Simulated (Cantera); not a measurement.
## Equilibrium for iron carbonyl, mercury and lead vapours: PbO + H2

Feed: 1 mol PbO, a varied amount of H2, at 798 K and 82.0 Pa.

Equilibrium computed with Cantera from the NASA thermochemical tables; the gas is ideal and each condensed phase is pure. Candidate condensed phases: H2O, Pb, PbO, PbO2, Pb3O4; 12 gas species. Equilibrium is a limit: real reactors are often held back by kinetics, nucleation or transport.

```csv
n(H2) (mol),x H2O,x Pb,x H2,x PbO,n Pb(l),n PbO(yellow)
0.18,1.000,6.98e-5,6.25e-5,7.68e-8,0.180,0.820
0.3,1.000,6.98e-5,6.25e-5,7.68e-8,0.300,0.700
0.42,1.000,6.98e-5,6.25e-5,7.68e-8,0.420,0.580
0.54,1.000,6.98e-5,6.25e-5,7.68e-8,0.540,0.460
0.66,1.000,6.98e-5,6.25e-5,7.68e-8,0.660,0.340
0.78,1.000,6.98e-5,6.25e-5,7.68e-8,0.780,0.220
0.9,1.000,6.98e-5,6.25e-5,7.68e-8,0.900,0.100
1,1.000,6.98e-5,6.25e-5,7.68e-8,1.000,0
```
x: gas mole fraction; n: condensed amount in mol.

From 0.18 mol H2 to 0.9 mol H2 the condensed part is Pb(l) + PbO(yellow). At 1 mol H2 the condensed part is Pb(l). The main Pb-bearing gas is Pb throughout.
